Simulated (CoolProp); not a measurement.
Properties of toluene along the isotherm 511.6 K.

Model: reference Helmholtz-energy equation of state, Lemmon 2006, in CoolProp. It is a short technical equation, of lower accuracy than the large ones.

| p (kPa) | phase | Z | cv (kJ/(kg K)) | expansivity (1/kK) | fugacity coefficient |
|---|---|---|---|---|---|
| 1290 | gas | 0.7723 | 1.880 | 4.674 | 0.8161 |
| 2580 | liquid | 0.08920 | 1.920 | 2.626 | 0.4543 |
| 3870 | liquid | 0.1324 | 1.919 | 2.422 | 0.3166 |
| 5160 | liquid | 0.1749 | 1.918 | 2.260 | 0.2481 |
| 6450 | liquid | 0.2167 | 1.917 | 2.128 | 0.2073 |
| 7740 | liquid | 0.2581 | 1.917 | 2.017 | 0.1804 |
| 9030 | liquid | 0.2989 | 1.916 | 1.922 | 0.1614 |
| 10300 | liquid | 0.3387 | 1.916 | 1.841 | 0.1475 |
